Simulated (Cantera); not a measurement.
## Al2O3 + H2 + N2 (hydrogen reduction and annealing atmospheres)

Feed: 1 mol Al2O3, 1200 mol H2, 52 mol N2, equilibrated at 10.0 mbar.

These are equilibrium values from Cantera (NASA tables, ideal gas, pure condensed phases), not measurements of a reactor. Candidate condensed phases: Al, AlN, Al2O3, H2O; 35 gas species. Mutual solubility and eutectic melting of coexisting phases are not modelled. The tables' values for AlOH are old estimates; treat these amounts as uncertain. Condensed phases not in the tables: aluminium oxynitride. Kinetics and transport are ignored.

From 1325 K to 1525 K the condensed part is AlN(s) + Al2O3(s). From 1625 K to 2025 K the condensed part is Al2O3(s).

```csv
T (K),log p H2,log p N2,log p H,log p H2O,log p Al,log p Al2O,log p AlOH,n AlN(s),n Al2O3(s)
1325,-2.02,-3.38,-6.80,-8.19,-11.45,-13.63,-11.91,0.000543,1.000
1425,-2.02,-3.38,-6.18,-7.93,-9.69,-11.37,-10.62,0.000958,1.000
1525,-2.02,-3.38,-5.64,-7.70,-8.15,-9.42,-9.50,0.000610,0.999
1625,-2.02,-3.38,-5.16,-7.13,-7.38,-8.47,-8.72,0,0.997
1725,-2.02,-3.38,-4.74,-6.55,-6.81,-7.77,-8.07,0,0.987
1825,-2.02,-3.38,-4.37,-6.03,-6.31,-7.17,-7.49,0,0.957
1925,-2.02,-3.38,-4.03,-5.57,-5.86,-6.63,-6.97,0,0.874
2025,-2.03,-3.39,-3.73,-5.16,-5.46,-6.15,-6.51,0,0.665
```
log p: log10 of the partial pressure in bar; n: condensed amount in mol.
